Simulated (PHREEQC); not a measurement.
A solution holds 0.00019 mol/kgw CO2 and 0.16 mol/kgw MgSO4, at 20 °C. Closed to the air; pH follows from the charge balance.

Equilibrium calculation in PHREEQC: ion-association model, phreeqc.dat.

```json
{
  "pH": "5.21",
  "ionic_strength": "0.297 mol/kgw",
  "specific_conductance": "10100 µS/cm",
  "density": "1.017 g/cm³"
}
```

```json
[
 {"species": "MgSO4", "molality": "0.0858", "activity": "0.0919", "log γ": "0.030"},
 {"species": "Mg+2", "molality": "0.0742", "activity": "0.0237", "log γ": "-0.497"},
 {"species": "SO4-2", "molality": "0.0742", "activity": "0.0189", "log γ": "-0.594"},
 {"species": "CO2", "molality": "0.000168", "activity": "0.000180", "log γ": "0.030"},
 {"species": "HCO3-", "molality": "1.68e-5", "activity": "1.22e-5", "log γ": "-0.140"},
 {"species": "HSO4-", "molality": "1.38e-5", "activity": "1.01e-5", "log γ": "-0.133"},
 {"species": "H+", "molality": "7.82e-6", "activity": "6.13e-6", "log γ": "-0.106"},
 {"species": "MgHCO3+", "molality": "4.78e-6", "activity": "3.30e-6", "log γ": "-0.161"},
 {"species": "MgOH+", "molality": "1.18e-8", "activity": "8.81e-9", "log γ": "-0.128"},
 {"species": "OH-", "molality": "1.64e-9", "activity": "1.11e-9", "log γ": "-0.170"},
 {"species": "MgCO3", "molality": "1.63e-9", "activity": "1.74e-9", "log γ": "0.030"}
]
```

Precipitation was switched off in this run. Complexes and solids missing from the database can't appear.
